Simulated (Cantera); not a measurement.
Charge: 1 mol SiCl4, 3.1 mol HCl, 400 mol H2, at 75.0 Torr.

Equilibrium computed with Cantera from the NASA thermochemical tables; the gas is ideal and each condensed phase is pure. Candidate condensed phases: Si; 19 gas species. Equilibrium is a limit: real reactors are often held back by kinetics, nucleation or transport.

Over these rows the condensed part is Si(s). Partial pressures as log10 of bar:

| T (K) | 1000/T (1/K) | log p SiHCl3 | log p H2 | log p HCl |
|---|---|---|---|---|
| 1248 | 0.8013 | -5.10 | -1.01 | -2.80 |
| 1298 | 0.7704 | -5.43 | -1.01 | -2.80 |
| 1348 | 0.7418 | ? | -1.01 | -2.80 |
| 1398 | 0.7153 | -6.04 | -1.01 | -2.80 |
| 1448 | 0.6906 | -6.31 | -1.01 | -2.80 |
| 1498 | 0.6676 | -6.57 | -1.01 | -2.80 |

Problem. Fit log p(SiHCl3) = a + b·(1000/T) to the five rows, give the apparent enthalpy, and predict the row at 1348 K.

Solution. Means: 1000/T = 0.7290, log p = -5.890. Sxy = 0.136096, Sxx = 0.0123735, so b = 11.00 and a = -5.890 − (11.00)×0.7290 = -13.91.
Apparent enthalpy: −19.145 × (11.00) = -211 kJ/mol. With the condensed phases at unit activity, Si(s) + 3 HCl(g) = SiHCl3(g) + H2(g) links this pressure to the main gases: over the six rows their terms move log p by +0.00 in all, so the slope is close to that reaction's ΔH°. The five rows lie within 0.01 of the line.
Prediction at 1348 K: -13.91 + (11.00)×0.7418 = -5.75. The computed value is -5.74, 0.01 from the line.
